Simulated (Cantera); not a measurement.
Source: NASA polynomial tables (part measured, part estimated), evaluated in Cantera. Values are per mole of reaction as written; species without (g) are pure solids or liquids, kept so even where they would boil at 1 bar.

CaS + 2 SF₆(g) → 3 SF₄(g) + Ca

```tsv
T (K)	ΔH° (kJ)	ΔS° (J/K)	ΔG° (kJ)	log10 K
448	(withheld)	(withheld)	(withheld)	(withheld)
498	(withheld)	(withheld)	(withheld)	(withheld)
548	(withheld)	(withheld)	(withheld)	(withheld)
598	626.4	306.5	443.1	-38.70
648	626.3	306.4	427.8	-34.48
698	626.2	306.2	412.5	-30.87
```

### Question
What belongs in the gaps?

### Answer

- 448, ΔH° (kJ): 626.2
- 448, ΔS° (J/K): 306.1
- 448, ΔG° (kJ): 489.1
- 448, log10 K: -57.02
- 498, ΔH° (kJ): 626.4
- 498, ΔS° (J/K): 306.5
- 498, ΔG° (kJ): 473.8
- 498, log10 K: -49.69
- 548, ΔH° (kJ): 626.4
- 548, ΔS° (J/K): 306.6
- 548, ΔG° (kJ): 458.4
- 548, log10 K: -43.70
